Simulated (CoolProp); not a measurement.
C3F8 (R218) along the isobar 1.01 MPa: Z from the reference equation and from simpler models built on Tc = 345.0 K, pc = 2.640 MPa, ω = 0.317; each cubic takes its own stable root.

Values from CoolProp's reference Helmholtz-energy equation of state, Lemmon 2006. It is a short technical equation, of lower accuracy than the large ones.

| T (K) | phase | reference |
|---|---|---|
| 173.6 | liquid | 0.07145 |
| 186 | liquid | 0.06828 |
| 198.3 | liquid | 0.06561 |
| 210.7 | liquid | 0.06334 |
| 223 | liquid | 0.06146 |
| 235.4 | liquid | 0.05990 |
| 247.7 | liquid | 0.05869 |
| 260.1 | liquid | 0.05780 |
| 272.4 | liquid | 0.05728 |
| 284.8 | liquid | 0.05719 |
| 297.1 | liquid | 0.05769 |
| 309.5 | gas | 0.7645 |
| 321.8 | gas | 0.8060 |

Q: How far does each simpler model (Redlich-Kwong, Soave-Redlich-Kwong, Peng-Robinson) lie from the reference over these 13 states: mean and median of the absolute difference, and the worst?

A: 
- Redlich-Kwong: mean 101.6 %, median 9.8 %, worst +1206.8 % at 297.1 K and 1.01 MPa
- Soave-Redlich-Kwong: mean 5.5 %, median 5.6 %, worst +10.2 % at 297.1 K and 1.01 MPa
- Peng-Robinson: mean 5.1 %, median 6.0 %, worst -6.8 % at 235.4 K and 1.01 MPa

At some of these states Redlich-Kwong gives the other phase, because its saturation line lies elsewhere.
